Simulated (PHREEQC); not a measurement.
# Copper plating or etch bath: speciation

A solution holds 0.05 mol/kgw CuCl2 and 0.025 mol/kgw H2SO4, at 25 °C. Closed to the air; pH follows from the charge balance.

The numbers come from PHREEQC with the ion-association model, wateq4f.dat.

No solid was allowed to form.

Problem. Estimate the pH.

Solution. pH 1.50.

Problem. In which forms is S present?

Solution. HSO4- 41 %, SO4-2 32 %, CuSO4 27 % of the S.

Species that the database lacks are ignored.
